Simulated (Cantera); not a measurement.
Input: 1 mol Al(CH3)3, 1.9 mol O2, 710 mol N2, 2 mol NH3, at 673.15 K and 0.100 bar.

Cantera equilibrium calculation (NASA polynomials, part measured and part estimated; ideal gas, pure solids and liquids). Candidate condensed phases: Al, AlN, Al2O3, C, C6H6, C7H8, C8H18, H2O; 148 gas species. The feed counts by its element totals alone. Kinetics and transport are ignored.

What is the equilibrium state?


- x(N2): 0.988
- x(H2): 0.00936
- x(CO2): 0.000810
- x(H2O): 0.000793
- x(CO): 0.000783
- x(CH4): 0.000133
- x(NH3): 1.21e-6
- n(Al2O3(s)): 0.500 mol
- n(C(graphite)): 1.76 mol
- gas amount: 719.5 mol
- log10 activity of Al(s) (absent): -30.74
